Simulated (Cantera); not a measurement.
**Stirred combustor or abatement burner**

A perfectly stirred reactor is fed with 4.57 % CH₄, 0.603 % H₂, 20.0 % O₂, 74.8 % N₂, at 5.00 bar; it is adiabatic with a 350 K inlet, and is followed from long to short residence time, starting on the burning branch (τ in s: 0.12, 0.055, 0.025, 0.012, 0.0054, 0.0025, 0.0012, 0.00054, 0.00025, 0.00011, 5.3e-05).

Detailed kinetics in Cantera: GRI-Mech 3.0 (53 species, 325 reactions).

```csv
τ (s),T (K),x CH₄,x H₂,x O₂,x C₂H₄,x C₂H₂,x N₂O
0.12,1473,2.90e-5,1.26e-5,0.106,1.29e-7,3.65e-8,8.61e-7
0.055,1470,5.37e-5,2.42e-5,0.106,3.54e-7,7.84e-8,1.18e-6
0.025,1465,0.000104,4.95e-5,0.106,9.82e-7,1.58e-7,1.49e-6
0.012,1454,0.000209,0.000105,0.107,2.64e-6,2.86e-7,1.63e-6
0.0054,1416,0.000602,0.000315,0.110,1.08e-5,5.80e-7,1.34e-6
0.0025,350,0.0457,0.00603,0.200,<1e-12,<1e-12,<1e-12
0.0012,350,0.0457,0.00603,0.200,<1e-12,<1e-12,<1e-12
0.00054,350,0.0457,0.00603,0.200,<1e-12,<1e-12,<1e-12
0.00025,350,0.0457,0.00603,0.200,<1e-12,<1e-12,<1e-12
0.00011,350,0.0457,0.00603,0.200,<1e-12,<1e-12,<1e-12
5.3e-5,350,0.0457,0.00603,0.200,<1e-12,<1e-12,<1e-12
```
x: mole fraction; the columns are a selection and need not sum to one.
